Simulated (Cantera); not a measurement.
An isothermal, constant-pressure homogeneous reactor starts with H2 : O2 : N2 = 0.58 : 1 : 1.8 (molar parts), at 800 K and 105 Torr. Integrator tolerance rtol = 1e-08.

Computed with Cantera and the H2/O2 subset of GRI-Mech 3.0, which has no nitrogen chemistry. Radical loss at walls, strong at low pressure, is not modelled. Below about 950 K walls govern HO2 and H2O2 in real vessels. The temperature is held fixed by assumption; the heat of reaction is taken as removed at once.

Question: What does this change do: pressure from 105 Torr to 293 Torr?

Answer: 
```csv
quantity,before,after
x(H2) at 80.0 s,0.0850 (gas-phase equilibrium <1e-12),0.135 (gas-phase equilibrium <1e-12)
x(O2) at 80.0 s,0.262 (gas-phase equilibrium 0.230),0.281 (gas-phase equilibrium 0.230)
x(HO2) at 80.0 s,1.06e-5 (gas-phase equilibrium 1.53e-11),9.42e-6 (gas-phase equilibrium 1.98e-11)
x(OH) at 80.0 s,3.61e-9 (gas-phase equilibrium 2.00e-9),1.49e-9 (gas-phase equilibrium 1.55e-9)
x(H) at 80.0 s,2.07e-8 (gas-phase equilibrium <1e-12),7.20e-9 (gas-phase equilibrium <1e-12)
x(O) at 80.0 s,7.19e-9 (gas-phase equilibrium <1e-12),1.75e-9 (gas-phase equilibrium <1e-12)
x(H2O2) at 80.0 s,0.000862 (gas-phase equilibrium 3.90e-12),0.00116 (gas-phase equilibrium 6.52e-12)
```

Question: What does this change do: pressure from 105 Torr to 623 Torr?

Answer: 
```csv
quantity,before,after
x(H2) at 80.0 s,0.0850 (gas-phase equilibrium <1e-12),0.109 (gas-phase equilibrium <1e-12)
x(O2) at 80.0 s,0.262 (gas-phase equilibrium 0.230),0.271 (gas-phase equilibrium 0.230)
x(HO2) at 80.0 s,1.06e-5 (gas-phase equilibrium 1.53e-11),8.59e-6 (gas-phase equilibrium 2.39e-11)
x(OH) at 80.0 s,3.61e-9 (gas-phase equilibrium 2.00e-9),1.37e-9 (gas-phase equilibrium 1.28e-9)
x(H) at 80.0 s,2.07e-8 (gas-phase equilibrium <1e-12),2.39e-9 (gas-phase equilibrium <1e-12)
x(O) at 80.0 s,7.19e-9 (gas-phase equilibrium <1e-12),6.77e-10 (gas-phase equilibrium <1e-12)
x(H2O2) at 80.0 s,0.000862 (gas-phase equilibrium 3.90e-12),0.00115 (gas-phase equilibrium 9.51e-12)
```

Question: What does this change do: H2 0.58 to 0.076 parts?

Answer: 
```csv
quantity,before,after
x(H2) at 80.0 s,0.0850 (gas-phase equilibrium <1e-12),0.00510 (gas-phase equilibrium <1e-12)
x(O2) at 80.0 s,0.262 (gas-phase equilibrium 0.230),0.341 (gas-phase equilibrium 0.339)
x(HO2) at 80.0 s,1.06e-5 (gas-phase equilibrium 1.53e-11),5.15e-6 (gas-phase equilibrium 7.76e-12)
x(OH) at 80.0 s,3.61e-9 (gas-phase equilibrium 2.00e-9),1.25e-8 (gas-phase equilibrium 8.35e-10)
x(H) at 80.0 s,2.07e-8 (gas-phase equilibrium <1e-12),5.41e-9 (gas-phase equilibrium <1e-12)
x(O) at 80.0 s,7.19e-9 (gas-phase equilibrium <1e-12),2.48e-8 (gas-phase equilibrium <1e-12)
x(H2O2) at 80.0 s,0.000862 (gas-phase equilibrium 3.90e-12),0.000245 (gas-phase equilibrium <1e-12)
```
